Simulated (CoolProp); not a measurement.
Vapour-liquid equilibrium of propylene (1) + 1-butene (2) at 0.0212 MPa; x and y are mole fractions of (1).

Model: multi-fluid Helmholtz-energy mixture model, Lemmon 2013 and Lemmon 2005; pair parameters Bell 2016, in CoolProp.

Give the bubble temperature and the first vapour's composition at x = 0.35, 0.45, 0.55. Is there an azeotrope?

x = 0.35: 211.0 K, y = 0.819; x = 0.45: 207.6 K, y = 0.878; x = 0.55: 204.8 K, y = 0.918. No azeotrope shows between x = 0.05 and 0.95.

The pair parameters rest on a limited set of measurements; away from them the model extrapolates.
